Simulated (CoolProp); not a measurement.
Vapour-liquid equilibrium of R134a (1) + dimethyl ether (2) at 13.7 bar; x and y are mole fractions of (1).

The numbers come from the multi-fluid Helmholtz-energy mixture model, Tillner-Roth 1994 and Wu 2011; pair parameters Bell 2016 in CoolProp.

### Question
Give the bubble temperature and the first vapour's composition at x = 0.45, 0.75, 0.85. Is there an azeotrope?

### Answer
x = 0.45: 57.2 °C, y = 0.476; x = 0.75: 54.5 °C, y = 0.785; x = 0.85: 53.3 °C, y = 0.875. y crosses x between x = 0.15 and 0.25: the model has an azeotrope there.

The pair parameters rest on a limited set of measurements; away from them the model extrapolates.
